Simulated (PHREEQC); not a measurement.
Dissolve 0.1 mol FeCl3, 0.067 mol MgSO4, 0.022 mol NaHCO3 and 0.0044 mol Na2SO4 per kg of water at 20 °C. Closed to the air; pH follows from the charge balance.

Model: ion-association model, phreeqc.dat, run in PHREEQC.

Precipitation was switched off in this run.

Question: Estimate the pH, ionic strength.

Answer: pH 2.46; ionic strength 0.495 mol/kgw.

Question: In which forms is Mg present?

Answer: Mg+2 85 %, MgSO4 15 % of the Mg.

Examples of supersaturated solids here: Hematite (slow to form), Goethite (slow to form). Others may be too.
